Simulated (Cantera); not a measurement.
A freely propagating, adiabatic, planar premixed flame of CH₄ : H₂ : O₂ : N₂ = 1 : 0.96 : 3.44 : 13.1 (molar parts), equivalence ratio 0.72, unburnt at 300 K and 1.28 atm; mixture-averaged transport, grid criteria slope 0.08 and curve 0.16, no radiation.

Model: GRI-Mech 3.0 (53 species, 325 reactions), integrated in Cantera. Burning velocities carry a grid error of a few per cent, more on coarse grids.

| quantity | before | after |
|---|---|---|
| laminar burning velocity | 28.3 cm/s | 65.1 cm/s |
| thermal thickness | 0.412 mm | 0.325 mm |
| peak x(H₂O₂) | 5.27e-5 | 3.66e-5 |
| peak x(OH) | 0.00491 | 0.00659 |
| peak x(HCN) | 1.66e-7 | 2.62e-7 |

Problem. Name the change that produced these shifts.
(A) inlet temperature 300 to 450 K
(B) inlet temperature 300 to 525 K
(C) O2 3.44 to 4.4 parts
(D) CH4 1 to 1.3 parts

Solution. A, inlet temperature 300 to 450 K
